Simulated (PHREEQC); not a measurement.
A PHREEQC speciation (ion-association model, wateq4f.dat) at 25 °C gives pH 0.66 and these molalities:

```csv
species,mol/kgw
H+,0.278
HSO4-,0.221
SO4-2,0.0295
FeHSO4+2,0.000633
FeSO4+,0.000442
Ni+2,0.000224
NiSO4,8.58e-5
Fe(SO4)2-,6.86e-5
Fe+3,3.62e-5
FeOH+2,4.52e-7
Ni(SO4)2-2,1.26e-7
```

Q: What are the element totals, and what could have been dissolved in 1 kg of water to give them?

A: This is not unique; one that fits is totals Fe(3) 0.00118, Ni 0.000310, S(6) 0.252 mol/kgw, from 0.25 mol/kgw H2SO4, 0.00031 mol/kgw NiSO4 and 0.00059 mol/kgw Fe2(SO4)3.

No solid was allowed to form.
